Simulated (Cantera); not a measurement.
**Thermodynamics of chlorosilane synthesis and conversion, feed Si + HCl + H2**

Input: 1 mol Si, 4 mol HCl, 5.4 mol H2, at 975 °C.

Equilibrium computed with Cantera from the NASA thermochemical tables; the gas is ideal and each condensed phase is pure. Candidate condensed phases: Si; 19 gas species. The tables' values for SiCl3 are old estimates; treat these amounts as uncertain. Equilibrium is a limit: real reactors are often held back by kinetics, nucleation or transport.

```csv
P (Pa),log p H2,log p HCl,log p SiCl4,log p SiHCl3,log p SiCl2,log p SiCl3,n Si(s)
10000,-1.10,-2.05,-2.25,-2.75,-2.60,-2.86,0.0128
23000,-0.73,-1.77,-1.85,-2.27,-2.40,-2.55,0.00402
51000,-0.38,-1.48,-1.48,-1.83,-2.25,-2.29,0
120000,0.00,-1.16,-1.09,-1.39,-2.14,-2.04,0
260000,0.33,-0.85,-0.74,-1.02,-2.07,-1.84,0
590000,0.69,-0.51,-0.38,-0.63,-2.03,-1.63,0
1300000,1.03,-0.18,-0.03,-0.28,-2.00,-1.45,0
3000000,1.40,0.18,0.33,0.09,-1.99,-1.26,0
```
log p: log10 of the partial pressure in bar; n: condensed amount in mol.

From 10000 Pa to 23000 Pa the condensed part is Si(s). From 51000 Pa to 3000000 Pa nothing is condensed. The main Si-bearing gas is SiCl4 throughout.
